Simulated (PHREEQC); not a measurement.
0.39 g of hydrous ferric oxide (600 m²/g; 0.2 weak and 0.005 strong sites per Fe, Dzombak-Morel constants, diffuse double layer) in 1 kg of water with 0.005 mol/kgw of an inert sodium salt and 0.44 mmol/kgw Na2SeO4 and 0.036 mmol/kgw H3BO3, at 25 °C; the pH is set by adding NaOH or the inert anion's acid. O2 is buffered at 0.21 atm. CO2 from the air is kept out. Nothing may precipitate in this run.

Base run: PHREEQC, ion-association model, wateq4f.dat. Each further column changes one thing. The table gives surface charge σ (C/m²).

```
pH       base  background salt from 0.005 to 0.0005 mol/kgw  oxide from 0.39 to 2 g/kgw  0.0034 mol/kgw NaH2PO4 added
-----  ------  --------------------------------------------  --------------------------  ----------------------------
3       0.047                                         0.031                       0.257                         0.009
3.67    0.042                                         0.024                       0.194                         0.006
4.33    0.036                                         0.019                       0.127                         0.001
5.67    0.022                                         0.011                       0.040                        -0.010
6.33    0.016                                         0.008                       0.021                        -0.017
7       0.010                                         0.005                       0.011                        -0.025
7.67    0.004                                         0.002                       0.004                        -0.033
8.33   -0.002                                        -0.001                      -0.002                        -0.039
9.67   -0.024                                        -0.014                      -0.024                        -0.055
10.33  -0.047                                        -0.029                      -0.047                        -0.074
11     -0.087                                        -0.063                      -0.089                        -0.118
```

The oxide is taken as insoluble; below pH 4 it would dissolve. H3PO4, which wateq4f.dat lacks, is added to it with the constant of phreeqc.dat.
